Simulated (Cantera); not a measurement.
Input: 1 mol Ti(OiPr)₄, 0.66 mol CH₄, a varied amount of H₂, held at 73.0 mbar.

Equilibrium computed with Cantera from the NASA thermochemical tables; the gas is ideal and each condensed phase is pure. Candidate condensed phases: C, C₆H₆, C₇H₈, C₈H₁₈, H₂O, Ti, TiC, TiO, TiO₂, Ti₂O₃, Ti₃O₅, Ti₄O₇; 113 gas species. The feed counts by its element totals alone. Mutual solubility and eutectic melting of coexisting phases are not modelled. TiC: taken at fixed stoichiometry. Condensed phases not in the tables: Magnéli phases beyond Ti₄O₇. Kinetics and transport are ignored.

Task: What condenses at these points (T in K, n(H₂) in mol): (1773, 170); (1473, 240); (1173, 300); (1973, 200); (1573, 240); (1173, 34); (1073, 68); (1073, 140)?

Result: 
```tsv
T (K)	n(H₂) in mol	condensed phases	Ti condensed (%)
1773	170	C + TiC	100.0
1473	240	C + TiC	100.0
1173	300	C + TiC + Ti₃O₅	100.0
1973	200	C + TiC	100.0
1573	240	C + TiC	100.0
1173	34	C + Ti₃O₅	100.0
1073	68	C + TiO₂	100.0
1073	140	C + Ti₄O₇	100.0
```
